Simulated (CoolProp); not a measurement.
Ethylene at 293.15 K and 0.368 MPa is throttled through a valve to 0.112 MPa with no heat exchange. Each further row changes one setting.

Values from CoolProp's reference Helmholtz-energy equation of state, Smukala 2000.

| case | temperature change (K) | final density (kg/m³) |
|---|---|---|
| as stated | -2.8 | 1.31 |
| outlet pressure 0.0336 MPa | -3.6 | 0.392 |
| outlet pressure 0.146 MPa | -2.4 | 1.71 |
